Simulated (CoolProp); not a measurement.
Values from CoolProp's reference Helmholtz-energy equation of state, de Reuck 1990.

Problem. For fluorine, give the phase and the cv (kJ/(kg K)), Joule-Thomson coefficient (K/MPa) at -119.95 °C and 32.7 bar.

Solution. 
- -119.95 °C and 32.7 bar: gas; cv 0.631, Joule-Thomson coefficient 6.95
